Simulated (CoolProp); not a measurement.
Properties of carbon dioxide along the isobar 159 kPa.

Values from CoolProp's reference Helmholtz-energy equation of state, Span 1996.

```tsv
T (K)	phase	isothermal compressibility (1/MPa)	expansivity (1/kK)
241.8	gas	6.393	4.361
280.1	gas	6.352	3.687
318.3	gas	6.330	3.209
356.5	gas	6.317	2.847
394.7	gas	6.308	2.561
432.9	gas	6.303	2.329
471.1	gas	6.299	2.136
509.3	gas	6.296	1.973
```
